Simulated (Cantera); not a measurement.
Feed: 1 mol Si, 0.021 mol O₂, a varied amount of H₂, held at 1600 K and 10000 Pa.

These are equilibrium values from Cantera (NASA tables, ideal gas, pure condensed phases), not measurements of a reactor. Candidate condensed phases: H₂O, Si, SiO₂; 18 gas species. Kinetics and transport are ignored.

Problem. At 5.8 mol H₂, list the 3 most abundant gas species with their mole fractions, and the condensed phases.

Solution. H₂ 0.993, SiO 0.00719, H 0.000171. Condensed: Si(s).
